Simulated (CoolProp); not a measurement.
Vapour-liquid equilibrium of ethanol (1) + benzene (2) at 183.65 °C; x and y are mole fractions of (1).

Model: multi-fluid Helmholtz-energy mixture model, Schroeder 2014 and Thol 2012; pair parameters Bell 2016, in CoolProp.

| x | bubble pressure (bar) | y at the bubble point | dew pressure at overall composition x (bar) | liquid density (mol/L) |
|---|---|---|---|---|
| 0.05 | 13.01 | 0.167 | 11.50 | 8.801 |
| 0.125 | 15.37 | 0.314 | 12.43 | 8.905 |
| 0.2 | 17.06 | 0.405 | 13.49 | 9.029 |
| 0.275 | 18.30 | 0.467 | 14.68 | 9.178 |
| 0.35 | 19.22 | 0.517 | 16.02 | 9.358 |
| 0.425 | 19.93 | 0.560 | 17.47 | 9.575 |
| 0.5 | 20.50 | 0.601 | 18.91 | 9.834 |
| 0.575 | 20.95 | 0.644 | 20.15 | 10.14 |
| 0.65 | 21.29 | 0.691 | 21.00 | 10.49 |
| 0.725 | 21.52 | 0.744 | 21.45 | 10.90 |
| 0.8 | 21.63 | 0.804 | 21.62 | 11.35 |
| 0.875 | 21.62 | 0.872 | 21.61 | 11.86 |
| 0.95 | 21.51 | 0.947 | 21.51 | 12.42 |

y crosses x between x = 0.8 and 0.875: the model has an azeotrope there.

The pair parameters rest on a limited set of measurements; away from them the model extrapolates.
